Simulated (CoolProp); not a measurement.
Vapour-liquid equilibrium of dimethyl carbonate (1) + n-heptane (2) at 1.65 MPa; x and y are mole fractions of (1).

Model: multi-fluid Helmholtz-energy mixture model, Zhou 2011 and Span 2003; pair parameters Bell 2016, in CoolProp.

**Question.** Give the bubble temperature and the first vapour's composition at x = 0.35, 0.65, 0.85. Is there an azeotrope?

**Answer.** x = 0.35: 210.0 °C, y = 0.448; x = 0.65: 205.2 °C, y = 0.660; x = 0.85: 206.6 °C, y = 0.813. y crosses x between x = 0.65 and 0.75: the model has an azeotrope there.

The pair parameters rest on a limited set of measurements; away from them the model extrapolates.
